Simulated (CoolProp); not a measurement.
A single-stage vapour-compression cycle with R1224YDZ: evaporating at 255.15 K (dew point), condensing at 277.15 K (bubble point), superheat 2 K, subcooling 5 K, compressor efficiency 0.75, no pressure losses. Each further row changes one setting.

Values from CoolProp's reference Helmholtz-energy equation of state, Akasaka 2023.

| case | cooling COP | pressure ratio | discharge temperature (K) | refrigerating effect (kJ/kg) | volumetric capacity (kJ/m³) |
|---|---|---|---|---|---|
| as stated | [?] | 2.80 | 287.0 | 168 | 277 |
| evaporating temperature 260.15 K | [?] | [?] | 284.8 | 171 | 358 |
| condensing temperature 272.15 K | 11.0 | 2.25 | 280.6 | 173 | 286 |
| subcooling 10 K | 8.61 | 2.80 | 287.0 | 173 | 286 |
| superheat 12 K | 8.34 | 2.80 | 297.2 | [?] | 277 |
| compressor efficiency 0.65 | [?] | 2.80 | 291.0 | 168 | 277 |

**Question.** Some entries are withheld; supply them.

**Answer.** 
- as stated, cooling COP: 8.33
- evaporating temperature 260.15 K, cooling COP: 11.2
- evaporating temperature 260.15 K, pressure ratio: 2.17
- superheat 12 K, refrigerating effect (kJ/kg): 175
- compressor efficiency 0.65, cooling COP: 7.22
